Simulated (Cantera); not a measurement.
Feed: 1 mol Cu₂O, 300 mol H₂, 0.24 mol H₂O, at 0.300 Torr.

Method: chemical equilibrium by Gibbs-energy minimisation in Cantera with the NASA 1993 tables (ideal gas, pure condensed phases). Candidate condensed phases: Cu, CuO, Cu(OH)₂, Cu₂O, H₂O; 12 gas species. Kinetics and transport are ignored.

### Question
At 1698 K, list the 4 most abundant gas species with their mole fractions, and the condensed phases.

### Answer
H₂ 0.982, H 0.00717, Cu 0.00659, H₂O 0.00409. Condensed: gas only.
